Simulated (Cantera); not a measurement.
Cantera run, input and output.

```python
import numpy as np
import cantera as ct

gas = ct.Solution("gri30.yaml")
gas.TPX = 500, 220000, {'C3H8': 1, 'O2': 5, 'N2': 18.8, 'CO2': 6.8}
flame = ct.FreeFlame(gas, width=0.023)
flame.set_refine_criteria(ratio=3, slope=0.08, curve=0.16)
flame.transport_model = "mixture-averaged"
flame.solve(loglevel=0, auto=True)
z, T = flame.grid, flame.T
thick = (T[-1] - T[0]) / np.gradient(T, z).max()
show = ['C3H8', 'O2', 'CO2', 'CO', 'NO', 'O']
print(f"laminar burning velocity  {flame.velocity[0] * 100:.3f} cm/s")
print(f"burnt temperature         {T[-1]:.1f} K")
print(f"thermal thickness         {thick * 1e3:.4f} mm")
print(f"grid points               {len(z)}")
z0 = z[flame.heat_release_rate.argmax()]
print(f"{'z/mm':>9s}{'T/K':>9s}{'u/(m/s)':>9s}" + "".join(f"{s:>11s}" for s in show))
rows = []
for k in (-3, -2, -1.5, -1, -0.5, -0.25, 0, 0.25, 0.5, 1, 2, 4, 8):
    zz = z0 + k * thick
    rows.append([k * thick, np.interp(zz, z, T), np.interp(zz, z, flame.velocity),
                 *(np.interp(zz, z, flame.X[gas.species_index(s)]) for s in show)])
    print(f"{rows[-1][0] * 1e3:9.3f}{rows[-1][1]:9.1f}{rows[-1][2]:9.3f}" + "".join(f"{x:11.3e}" for x in rows[-1][3:]))
```

Output:

```
laminar burning velocity  25.434 cm/s
burnt temperature         1973.0 K
thermal thickness         0.3661 mm
grid points               132
     z/mm      T/K  u/(m/s)       C3H8         O2        CO2         CO         NO          O
   -1.098    500.4    0.255  3.162e-02  1.580e-01  2.150e-01  1.968e-05  2.037e-10  1.554e-18
   -0.732    503.5    0.257  3.158e-02  1.574e-01  2.148e-01  1.759e-04  1.897e-09  3.081e-15
   -0.549    515.0    0.263  3.149e-02  1.558e-01  2.144e-01  7.187e-04  8.488e-09  3.417e-13
   -0.366    578.2    0.297  3.077e-02  1.479e-01  2.136e-01  3.561e-03  5.947e-08  8.291e-11
   -0.183    872.4    0.457  2.326e-02  1.146e-01  2.147e-01  1.683e-02  6.779e-07  5.344e-08
   -0.092   1180.2    0.630  1.043e-02  8.037e-02  2.204e-01  3.144e-02  1.795e-06  3.966e-06
    0.000   1519.1    0.821  2.572e-04  4.174e-02  2.338e-01  4.613e-02  3.416e-06  2.318e-04
    0.092   1665.4    0.897  2.198e-08  2.377e-02  2.496e-01  4.126e-02  5.457e-06  1.018e-03
    0.183   1725.4    0.925  8.589e-13  1.834e-02  2.591e-01  3.404e-02  6.711e-06  1.054e-03
    0.366   1791.8    0.957  3.708e-19  1.413e-02  2.679e-01  2.712e-02  8.002e-06  7.241e-04
    0.732   1852.1    0.985  4.057e-28  1.050e-02  2.754e-01  2.104e-02  9.356e-06  3.987e-04
    1.464   1898.0    1.006  2.831e-37  7.546e-03  2.818e-01  1.581e-02  1.080e-05  2.056e-04
    2.929   1930.2    1.020 -1.209e-39  5.371e-03  2.866e-01  1.179e-02  1.234e-05  1.063e-04
```

Cantera simulation using GRI-Mech 3.0 (53 species, 325 reactions); the numbers are that mechanism's predictions, not measurements. GRI-Mech 3.0 was tuned for natural gas; its chemistry of propane as a main component is partial and can be far from experiment. Burning velocities carry a grid error of a few per cent, more on coarse grids.
